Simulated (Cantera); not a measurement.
A closed system holds: 1 mol Zr, 0.025 mol O₂, 480 mol H₂, equilibrated at 1250 K and 260 Pa.

Equilibrium computed with Cantera from the NASA thermochemical tables; the gas is ideal and each condensed phase is pure. Candidate condensed phases: H₂O, Zr, ZrO₂; 12 gas species. Mutual solubility and eutectic melting of coexisting phases are not modelled. Condensed phases not in the tables: N, O or C dissolved in the metal. Kinetics and transport are ignored.

Base state: H₂ 1.000 (mole fractions); condensed: Zr(β) + ZrO₂(monoclinic).

Question: What changes in the equilibrium state with this change: temperature from 1250 K to 2648.15 K?

Answer: 
```tsv
species	before	after
H	9.48e-6	0.586
H₂	1.000	0.412
Zr	<1e-9	0.00140
ZrO	<1e-9	7.34e-5
Zr(β), mol	0.975	0
ZrO₂(monoclinic), mol	0.0250	0
```
